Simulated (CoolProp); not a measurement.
A simple Rankine cycle with R113: condensing at 323.15 K, boiler at 0.376 MPa, turbine inlet 499 K, turbine efficiency 0.7, pump efficiency 0.7, no recuperator. Each further row changes one setting.

Values from CoolProp's reference Helmholtz-energy equation of state, Marx 1992.

```tsv
case	thermal efficiency (%)	net work (kJ/kg)	heat in (kJ/kg)	turbine exit temperature (K)	volume ratio over the turbine
as stated	6.5	[?]	274	474.2	3.34
condensing temperature 315.15 K	7.6	[?]	281	469.2	4.33
boiler pressure 0.263 MPa	[?]	12.8	275	481.5	2.34
turbine efficiency 0.6	5.5	[?]	274	477.4	3.36
```

Q: Fill in the missing entries.

A: 
- as stated, net work (kJ/kg): 17.8
- condensing temperature 315.15 K, net work (kJ/kg): 21.5
- boiler pressure 0.263 MPa, thermal efficiency (%): 4.7
- turbine efficiency 0.6, net work (kJ/kg): 15.2
